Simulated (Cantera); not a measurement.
# Roasting and sulfation: MgO + H₂S + H₂O + SO₃

A closed system holds: 1 mol MgO, 3.3 mol H₂S, 8.8 mol H₂O, 0.2 mol SO₃, held at 0.133 bar.

These are equilibrium values from Cantera (NASA tables, ideal gas, pure condensed phases), not measurements of a reactor. Candidate condensed phases: H₂O, H₂SO₄, Mg, MgO, Mg(OH)₂, MgS, MgSO₄, S; 26 gas species. Gases not in the tables: S₃ to S₇. Kinetics and transport are ignored.

From 1173 K to 1773 K the condensed part is MgO(s).

| T (K) | x H₂O | x H₂ | x H₂S | x S₂ | x SO₂ | x SO | x SH | x S₂O | n MgO(s) |
|---|---|---|---|---|---|---|---|---|---|
| 1173 | 0.715 | 0.0674 | 0.156 | 0.0536 | 0.00706 | 3.81e-5 | 0.000185 | 0.000308 | 1.00 |
| 1223 | 0.707 | 0.0839 | 0.141 | 0.0596 | 0.00830 | 7.06e-5 | 0.000297 | 0.000356 | 1.00 |
| 1273 | 0.697 | 0.101 | 0.125 | 0.0654 | 0.00991 | 0.000126 | 0.000455 | 0.000411 | 1.00 |
| 1323 | 0.688 | 0.118 | 0.110 | 0.0706 | 0.0119 | 0.000218 | 0.000667 | 0.000470 | 1.00 |
| 1373 | 0.677 | 0.136 | 0.0964 | 0.0750 | 0.0143 | 0.000362 | 0.000941 | 0.000533 | 1.00 |
| 1423 | 0.666 | 0.152 | 0.0839 | 0.0785 | 0.0172 | 0.000583 | 0.00128 | 0.000597 | 1.000 |
| 1473 | 0.654 | 0.169 | 0.0728 | 0.0810 | 0.0204 | 0.000908 | 0.00170 | 0.000659 | 1.000 |
| 1523 | 0.641 | 0.185 | 0.0631 | 0.0826 | 0.0241 | 0.00137 | 0.00219 | 0.000719 | 1.000 |
| 1573 | 0.628 | 0.200 | 0.0547 | 0.0833 | 0.0280 | 0.00201 | 0.00276 | 0.000773 | 1.000 |
| 1623 | 0.615 | 0.215 | 0.0475 | 0.0832 | 0.0323 | 0.00287 | 0.00340 | 0.000821 | 1.000 |
| 1673 | 0.601 | 0.230 | 0.0413 | 0.0824 | 0.0367 | 0.00399 | 0.00412 | 0.000860 | 1.000 |
| 1723 | 0.586 | 0.244 | 0.0359 | 0.0809 | 0.0411 | 0.00541 | 0.00491 | 0.000891 | 1.000 |
| 1773 | 0.572 | 0.258 | 0.0313 | 0.0788 | 0.0456 | 0.00719 | 0.00577 | 0.000913 | 1.000 |
x: gas mole fraction; n: condensed amount in mol.
